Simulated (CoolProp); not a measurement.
Vapour-liquid equilibrium of R113 (1) + benzene (2) at 60.15 °C; x and y are mole fractions of (1).

Values from CoolProp's multi-fluid Helmholtz-energy mixture model, Marx 1992 and Thol 2012; pair parameters Bell 2016.

| x | bubble pressure (MPa) | y at the bubble point | dew pressure at overall composition x (MPa) | liquid density (mol/L) |
|---|---|---|---|---|
| 0.05 | 0.06322 | 0.205 | 0.05480 | 10.51 |
| 0.125 | 0.07630 | 0.384 | 0.05859 | 10.25 |
| 0.2 | 0.08681 | 0.494 | 0.06289 | 9.998 |
| 0.275 | 0.09555 | 0.571 | 0.06781 | 9.756 |
| 0.35 | 0.1031 | 0.631 | 0.07346 | 9.524 |
| 0.425 | 0.1097 | 0.681 | 0.07998 | 9.302 |
| 0.5 | 0.1158 | 0.726 | 0.08747 | 9.089 |
| 0.575 | 0.1216 | 0.767 | 0.09602 | 8.885 |
| 0.65 | 0.1270 | 0.807 | 0.1055 | 8.690 |
| 0.725 | 0.1323 | 0.847 | 0.1157 | 8.503 |
| 0.8 | 0.1375 | 0.887 | 0.1260 | 8.324 |
| 0.875 | 0.1426 | 0.928 | 0.1360 | 8.152 |
| 0.95 | 0.1476 | 0.971 | 0.1452 | 7.987 |

No azeotrope shows between x = 0.05 and 0.95.

The pair parameters rest on a limited set of measurements; away from them the model extrapolates.
